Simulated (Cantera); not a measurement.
**Stirred combustor or abatement burner**

A perfectly stirred reactor is fed with CH4 : O2 : N2 = 1.5 : 1.67 : 6.27 (molar parts), equivalence ratio 1.8, at 9.87 atm; it is adiabatic with a 498 K inlet, and is followed from long to short residence time, starting on the burning branch (τ in s: 0.044, 0.023, 0.012, 0.0061, 0.0031, 0.0016, 0.00084, 0.00043, 0.00022, 0.00012, 5.9e-05, 3.1e-05, 1.6e-05).

Model: GRI-Mech 3.0 (53 species, 325 reactions), integrated in Cantera.

```csv
τ (s),T (K),x CH4,x O2,x C2H6,x HCN,x CH2CO
0.044,1890,0.00819,0.000289,6.13e-6,5.04e-6,1.32e-5
0.023,1899,0.00987,0.000507,1.04e-5,5.93e-6,2.11e-5
0.012,1906,0.0117,0.000885,1.74e-5,6.65e-6,3.34e-5
0.0061,1910,0.0138,0.00157,2.99e-5,6.98e-6,5.37e-5
0.0031,1909,0.0163,0.00279,5.23e-5,6.64e-6,8.67e-5
0.0016,1899,0.0192,0.00494,9.44e-5,5.41e-6,0.000141
0.00084,1872,0.0231,0.00897,0.000185,3.33e-6,0.000238
0.00043,1776,0.0322,0.0212,0.000551,6.43e-7,0.000556
0.00022,498,0.159,0.177,<1e-12,<1e-12,<1e-12
0.00012,498,0.159,0.177,<1e-12,<1e-12,<1e-12
5.9e-5,498,0.159,0.177,<1e-12,<1e-12,<1e-12
3.1e-5,498,0.159,0.177,<1e-12,<1e-12,<1e-12
1.6e-5,498,0.159,0.177,<1e-12,<1e-12,<1e-12
```
x: mole fraction; the columns are a selection and need not sum to one.
